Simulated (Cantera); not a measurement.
A closed system holds: 1 mol Si₃H₈, 0.023 mol Cl₂, 170 mol H₂, held at 40.0 mbar.

Cantera equilibrium calculation (NASA polynomials, part measured and part estimated; ideal gas, pure solids and liquids). Candidate condensed phases: Si; 19 gas species. The feed counts by its element totals alone. The numbers say what is thermodynamically allowed, not how fast it happens. All values below are at 1102 °C.

Base state: H₂ 1.000, HCl 0.000264, H 1.71e-5 (mole fractions); condensed: Si(s).

**Question.** What changes in the equilibrium state with this change: Si₃H₈ replaced by SiCl₄?

**Answer.** 
| species | before | after |
|---|---|---|
| H₂ | 1.000 | 0.978 |
| HCl | 0.000264 | 0.0208 |
| SiCl₂ | 2.01e-7 | 0.00128 |
| SiCl₃ | <1e-9 | 3.23e-5 |
| SiHCl₃ | <1e-9 | 1.12e-5 |
| H | 1.71e-5 | 1.69e-5 |
| Si(s), mol | 3.00 | 0.771 |
The tables' values for SiCl₃ are old estimates; treat these amounts as uncertain.
